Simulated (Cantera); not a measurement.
A closed system holds: 1 mol CO, 0.017 mol O₂, 0.55 mol H₂, at 0.0920 bar.

Method: chemical equilibrium by Gibbs-energy minimisation in Cantera with the NASA 1993 tables (ideal gas, pure condensed phases). Candidate condensed phases: C, C₆H₆, C₇H₈, C₈H₁₈, H₂O; 110 gas species. Equilibrium is a limit: real reactors are often held back by kinetics, nucleation or transport. All values below are at 1225 °C.

Base state: CO 0.636, H₂ 0.342, H₂O 0.0127, CO₂ 0.00919, H 3.31e-5 (mole fractions); condensed: gas only.

### Question
What changes in the equilibrium state with this change: H₂ from 0.55 to 1.8 mol?

### Answer
```tsv
species	before	after
H₂	0.342	0.633
CO	0.636	0.355
H₂O	0.0127	0.00997
CO₂	0.00919	0.00217
H	3.31e-5	4.51e-5
```
